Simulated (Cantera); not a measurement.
An adiabatic, constant-volume homogeneous reactor starts with 5.31 % CH4, 9.67 % O2, 85.0 % N2, equivalence ratio 1.1, at 1400 K and 100000 Pa.

Computed with Cantera and GRI-Mech 3.0 (53 species, 325 reactions).

One state of this run: T (K) = 2511; P (bar) = 1.82; x CH4 = <1e-12; x O2 = 0.00246; x H = 0.00184; x C2H = <1e-12; x C2H4 = <1e-12; x CH2O = 1.23e-10; x H2O = 0.0928. x: mole fraction; the columns are a selection and need not sum to one.

Question: Which value of t (s) does it belong to?
(A) 0.000754
(B) 3.00e-6
(C) 4.75e-5
(D) 0.0475

Answer: D, 0.0475
